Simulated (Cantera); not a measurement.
Feed: 1 mol Fe₂O₃, 0.37 mol C, 0.53 mol N₂, 0.83 mol CH₄, at 8.70 bar.

Method: chemical equilibrium by Gibbs-energy minimisation in Cantera with the NASA 1993 tables (ideal gas, pure condensed phases). Candidate condensed phases: C, C₆H₆, C₇H₈, C₈H₁₈, Fe, Fe(CO)₅, FeO, Fe(OH)₂, Fe(OH)₃, Fe₂O₃, Fe₃O₄, H₂O; 140 gas species. Mutual solubility and eutectic melting of coexisting phases are not modelled. The tables' stoichiometric FeO is somewhat more stable than real wüstite, so its field is too wide. FeO: taken at fixed stoichiometry. Rates play no part.

Question: Which condensed phases are stable at each of these points (T (°C)): 877, 927, 977, 1027, 1077, 1127, 1177, 1227, 1277, 1327?

Answer: 
```json
[
 {"T (°C)": "877", "condensed phases": "Fe(α) + FeO(s)", "Fe condensed (%)": "100.0"},
 {"T (°C)": "927", "condensed phases": "Fe(γ) + FeO(s)", "Fe condensed (%)": "100.0"},
 {"T (°C)": "977", "condensed phases": "Fe(γ) + FeO(s)", "Fe condensed (%)": "100.0"},
 {"T (°C)": "1027", "condensed phases": "Fe(γ) + FeO(s)", "Fe condensed (%)": "100.0"},
 {"T (°C)": "1077", "condensed phases": "Fe(γ) + FeO(s)", "Fe condensed (%)": "100.0"},
 {"T (°C)": "1127", "condensed phases": "Fe(γ) + FeO(s)", "Fe condensed (%)": "100.0"},
 {"T (°C)": "1177", "condensed phases": "Fe(γ) + FeO(s)", "Fe condensed (%)": "100.0"},
 {"T (°C)": "1227", "condensed phases": "Fe(γ) + FeO(s)", "Fe condensed (%)": "100.0"},
 {"T (°C)": "1277", "condensed phases": "Fe(γ) + FeO(s)", "Fe condensed (%)": "100.0"},
 {"T (°C)": "1327", "condensed phases": "Fe(γ) + FeO(s)", "Fe condensed (%)": "100.0"}
]
```

At 877 °C the condensed part is Fe(α) + FeO(s). From 927 °C to 1327 °C the condensed part is Fe(γ) + FeO(s).
